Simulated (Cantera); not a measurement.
An adiabatic, constant-volume homogeneous reactor starts with H2 : O2 : N2 = 1 : 1.02 : 3.84 (molar parts), equivalence ratio 0.49, at 1050 K and 0.355 atm. Integrator tolerance rtol = 1e-08.

Computed with Cantera and the H2/O2 subset of GRI-Mech 3.0, which has no nitrogen chemistry.

Question: What does this change do: O2 1.02 to 0.48 parts?

Answer: 
| quantity | before | after |
|---|---|---|
| time of steepest temperature rise | 0.311 ms | 0.505 ms |
| temperature at 0.500 s | 2439 K | 2495 K |
| equilibrium temperature | 2439 K | 2495 K |
| x(H2) at 0.500 s | 0.00289 (gas-phase equilibrium 0.00289) | 0.0189 (gas-phase equilibrium 0.0189) |
| x(O2) at 0.500 s | 0.0927 (gas-phase equilibrium 0.0927) | 0.00393 (gas-phase equilibrium 0.00393) |
| x(H2O) at 0.500 s | 0.175 (gas-phase equilibrium 0.175) | 0.180 (gas-phase equilibrium 0.180) |
| x(OH) at 0.500 s | 0.0137 (gas-phase equilibrium 0.0137) | 0.00751 (gas-phase equilibrium 0.00751) |
| x(O) at 0.500 s | 0.00372 (gas-phase equilibrium 0.00372) | 0.00100 (gas-phase equilibrium 0.00100) |
| x(HO2) at 0.500 s | 8.16e-6 (gas-phase equilibrium 8.16e-6) | 9.00e-7 (gas-phase equilibrium 9.00e-7) |
| x(H) at 0.500 s | 0.00118 (gas-phase equilibrium 0.00118) | 0.00383 (gas-phase equilibrium 0.00383) |
